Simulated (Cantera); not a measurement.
**Counterflow diffusion flame**

A counterflow diffusion flame at 0.670 bar, nozzles 20 mm apart: fuel side CH4 = 1 (molar parts) at 375 K, oxidiser side O2 : N2 = 0.28 : 0.72 (molar parts) at 500 K, fuel mass flux 0.85 times the oxidiser's; mixture-averaged transport, no radiation.

Cantera simulation using GRI-Mech 3.0 (53 species, 325 reactions); the numbers are that mechanism's predictions, not measurements. GRI-Mech 3.0 has no aromatics or soot, which form on the fuel side of real flames. The maximum strain rate includes the flame's own expansion and is several times the mean.

```
oxidiser flux (kg/m²/s)  max strain (1/s)  mean strain (1/s)  T max (K)  peak x OH  peak x H  peak x NO  peak x CO  peak x C2H2
-----------------------  ----------------  -----------------  ---------  ---------  --------  ---------  ---------  -----------
0.17                                  222               39.1       2310     0.0159   0.00814   0.000499     0.0938       0.0211
0.22                                  276               50.6       2297     0.0157   0.00836   0.000459     0.0921       0.0206
0.28                                  341               64.3       2289     0.0157   0.00864   0.000431     0.0910       0.0202
0.37                                  435               85.0       2279     0.0156   0.00892   0.000397     0.0896       0.0198
0.48                                  548                110       2268     0.0154   0.00914   0.000365     0.0883       0.0192
0.62                                  688                142       2257     0.0152   0.00935   0.000333     0.0870       0.0187
0.8                                   865                184       2246     0.0150   0.00955   0.000301     0.0859       0.0180
1                                    1060                230       2236     0.0147   0.00969   0.000272     0.0850       0.0175
1.4                                  1440                322       2217     0.0142   0.00981   0.000226     0.0838       0.0163
1.8                                  1810                414       2200     0.0137   0.00980   0.000190     0.0829       0.0153
```
x: mole fraction; the columns are a selection and need not sum to one.
